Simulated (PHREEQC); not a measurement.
## Metal-bearing waste water (model solution)

Consider water at 20 °C with 0.012 mol FeCl3, 0.00039 mol ZnCl2 and 0.00015 mol NaCl per kg of water. Closed to the air; pH follows from the charge balance.

Equilibrium calculation in PHREEQC: ion-association model, phreeqc.dat.

No solid was allowed to form.

What pH, ionic strength does the model give?

pH 2.33; ionic strength 0.0624 mol/kgw.

In which forms is Fe present?

Fe+3 40 %, FeOH+2 21 %, Fe2(OH)2+4 19 %, FeCl+2 15 %, Fe3(OH)4+5 4.0 %, FeCl2+ 1.1 % of the Fe.

The solution is supersaturated, for example in Hematite (slow to form), Goethite (slow to form), so a real one may precipitate; this is no full list. Complexes and solids missing from the database can't appear.
